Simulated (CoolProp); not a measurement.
A single-stage vapour-compression cycle with the fluid: evaporating at 318.15 K (dew point), condensing at 352.15 K (bubble point), superheat 8 K, subcooling 8 K, compressor efficiency 0.75, no pressure losses. The same conditions are run with several fluids, on thermodynamics alone (safety and materials aside).

Computed with CoolProp (reference Helmholtz-energy equation of state of each fluid (R1233zd(E): Akasaka 2022; c-C4F8 (RC318): Platzer 1990; n-butane: Bücker 2006; R21: Platzer 1990; n-heptane: Span 2003; R1224YDZ: Akasaka 2023)). The equations of Platzer and Polt are older, rougher fits.

**Question.** Rank R1233zd(E), c-C4F8 (RC318), n-butane, R21, n-heptane, R1224YDZ by cooling COP, highest first.

**Answer.** n-heptane (6.55), R21 (6.45), R1233zd(E) (6.41), R1224YDZ (6.32), n-butane (6.27), c-C4F8 (RC318) (5.70)

```tsv
fluid	pressure ratio	discharge temperature (K)	refrigerating effect (kJ/kg)	volumetric capacity (kJ/m³)
R1233zd(E)	2.54	361.3	154	2020
c-C4F8 (RC318)	2.32	352.1	70.2	3410
n-butane	2.28	358.7	286	2970
R21	2.44	380.4	195	2740
n-heptane	3.61	352.9	305	175
R1224YDZ	2.52	358.1	129	2200
```

The compression ends wet for: c-C4F8 (RC318).
